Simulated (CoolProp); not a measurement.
A single-stage vapour-compression cycle with the fluid: evaporating at 243.15 K (dew point), condensing at 291.15 K (bubble point), superheat 2 K, subcooling 0 K, compressor efficiency 0.85, no pressure losses. The same conditions are run with several fluids, on thermodynamics alone (safety and materials aside).

Model: reference Helmholtz-energy equation of state of each fluid (R1233zd(E): Akasaka 2022; R142b: Lemmon 2006; R125: Lemmon 2005; isobutane: Bücker 2006; hydrogen sulfide: Lemmon 2006; carbon dioxide: Span 1996), in CoolProp.

```json
[
 {"fluid": "R1233zd(E)", "cooling COP": "3.64", "pressure ratio": "9.42", "discharge temperature (K)": "308.6", "refrigerating effect (kJ/kg)": "163", "volumetric capacity (kJ/m³)": "…"},
 {"fluid": "R142b", "cooling COP": "…", "pressure ratio": "6.79", "discharge temperature (K)": "…", "refrigerating effect (kJ/kg)": "177", "volumetric capacity (kJ/m³)": "355"},
 {"fluid": "R125", "cooling COP": "3.13", "pressure ratio": "5.00", "discharge temperature (K)": "300.2", "refrigerating effect (kJ/kg)": "95.8", "volumetric capacity (kJ/m³)": "1390"},
 {"fluid": "isobutane", "cooling COP": "3.53", "pressure ratio": "6.10", "discharge temperature (K)": "300.7", "refrigerating effect (kJ/kg)": "…", "volumetric capacity (kJ/m³)": "374"},
 {"fluid": "hydrogen sulfide", "cooling COP": "3.45", "pressure ratio": "4.44", "discharge temperature (K)": "371.7", "refrigerating effect (kJ/kg)": "410", "volumetric capacity (kJ/m³)": "2770"},
 {"fluid": "carbon dioxide", "cooling COP": "2.65", "pressure ratio": "3.83", "discharge temperature (K)": "349.8", "refrigerating effect (kJ/kg)": "190", "volumetric capacity (kJ/m³)": "6940"}
]
```

### Question
Some entries are withheld; supply them.

### Answer

- R1233zd(E), volumetric capacity (kJ/m³): 113
- R142b, cooling COP: 3.61
- R142b, discharge temperature (K): 311.8
- isobutane, refrigerating effect (kJ/kg): 275
